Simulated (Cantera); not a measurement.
What does this Cantera script print?

```python
import numpy as np
import cantera as ct

gas_names = """
    N2O NO2
""".split()
cond_names = """
    V2O3(s) V2O3(L) VN(s)
""".split()


# ... load() reads the species with a 1 bar reference pressure and builds the phases ...
species = {s.name: s for s in load("nasa_gas.yaml", gas_names) + load("nasa_condensed.yaml", cond_names)}
# Each term lists the table entries of one substance; the one whose range holds T is used.
reactions = {
    '3 V2O3 + 7 N2O(g) = 6 VN + 8 NO2(g)':
        [(-3, ['V2O3(s)', 'V2O3(L)']), (-7, ['N2O']), (6, ['VN(s)']), (8, ['NO2'])],
}


def pick(names, T):
    return next(species[n] for n in names if species[n].thermo.min_temp <= T <= species[n].thermo.max_temp)


results = []
for label, terms in reactions.items():
    print(label)
    print("     T/K   dH/kJ  dS/(J/K)   dG/kJ   log10 K")
    for T in [1050, 1100, 1150, 1200, 1250, 1300, 1350, 1400]:
        used = [(nu, pick(names, T)) for nu, names in terms]
        dH = sum(nu * s.thermo.h(T) for nu, s in used) / 1e6
        dS = sum(nu * s.thermo.s(T) for nu, s in used) / 1e3
        dG = dH - T * dS / 1e3
        logK = -dG * 1e6 / (ct.gas_constant * T * np.log(10))
        results.append((label, T, dH, dS, dG, logK, [s.name for _, s in used]))
        print(f"{T:8g} {dH:8.1f} {dS:8.1f} {dG:8.1f} {logK:8.2f}")
```

Result:

```
3 V2O3 + 7 N2O(g) = 6 VN + 8 NO2(g)
     T/K   dH/kJ  dS/(J/K)   dG/kJ   log10 K
    1050   2011.0    233.3   1766.0   -87.85
    1100   2008.2    230.7   1754.4   -83.31
    1150   2005.3    228.2   1742.9   -79.16
    1200   2002.4    225.7   1731.6   -75.37
    1250   1999.4    223.3   1720.3   -71.89
    1300   1996.4    220.9   1709.2   -68.68
    1350   1993.3    218.6   1698.2   -65.71
    1400   1990.1    216.2   1687.4   -62.96
```

Source: NASA polynomial tables (part measured, part estimated), evaluated in Cantera. VN: taken at fixed stoichiometry. Condensed species are held in their standard states even where they would react or evaporate.
